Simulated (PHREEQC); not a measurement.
# Polishing slurry liquid: speciation

A solution holds 1 mmol/kgw K2CO3 and 0.076 mmol/kgw KH2PO4, at 25 °C. Closed to the air; pH follows from the charge balance.

Computed with PHREEQC (ion-association model, phreeqc.dat).

Each row changes one thing in this solution. Precipitation was switched off in this run.

| case | pH | ionic strength (mol/kgw) |
|---|---|---|
| as made | 10.46 | 0.00277 |
| temperature from 25 to 60 °C | 9.76 | 0.00248 |
| KH2PO4 replaced by NaH2PO4 at the same molality | 10.46 | 0.00277 |
| KH2PO4 from 7.6e-05 to 0.00038 mol/kgw | 10.17 | ? |
| KH2PO4 left out | 10.52 | ? |
| K2CO3 replaced by KHF2 at the same molality | 3.48 | ? |
| K2CO3 from 0.001 to 0.0009 mol/kgw | 10.43 | 0.00249 |
| K2CO3 from 0.001 to 0.0001 mol/kgw | ? | 0.000359 |
| KH2PO4 replaced by Na2HPO4 at the same molality | 10.52 | ? |

### Question
Fill in the missing entries.

### Answer

- KH2PO4 from 7.6e-05 to 0.00038 mol/kgw, ionic strength (mol/kgw): 0.00322
- KH2PO4 left out, ionic strength (mol/kgw): 0.00265
- K2CO3 replaced by KHF2 at the same molality, ionic strength (mol/kgw): 0.00142
- K2CO3 from 0.001 to 0.0001 mol/kgw, pH: 9.22
- KH2PO4 replaced by Na2HPO4 at the same molality, ionic strength (mol/kgw): 0.00287

Constants without temperature data keep their 25 °C values here.
